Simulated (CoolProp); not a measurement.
Aqueous potassium acetate as a coolant, at 29 °C, 1 atm.

Model: Melinder's fits for secondary coolants, in CoolProp.

| mass % | freezing point (°C) | viscosity (mPa s) | conductivity (W/(m K)) | density (kg/m³) | cp (kJ/(kg K)) |
|---|---|---|---|---|---|
| 5.1 | -2.0 | 0.924 | 0.595 | 1025 | 3.992 |
| 8.3 | -3.6 | 1.00 | 0.584 | 1040 | 3.884 |
| 11.5 | -5.4 | 1.09 | 0.573 | 1055 | 3.781 |
| 14.7 | -7.3 | 1.18 | 0.562 | 1071 | 3.682 |
| 17.9 | -9.5 | 1.29 | 0.551 | 1087 | 3.587 |
| 21.1 | -12.2 | 1.40 | 0.541 | 1104 | 3.495 |
| 24.3 | -15.4 | 1.54 | 0.530 | 1121 | 3.405 |
| 27.5 | -19.4 | 1.70 | 0.520 | 1139 | 3.316 |
| 30.7 | -24.2 | 1.90 | 0.509 | 1158 | 3.229 |
| 33.9 | -29.8 | 2.13 | 0.499 | 1176 | 3.143 |
| 37.1 | -36.1 | 2.41 | 0.489 | 1194 | 3.058 |
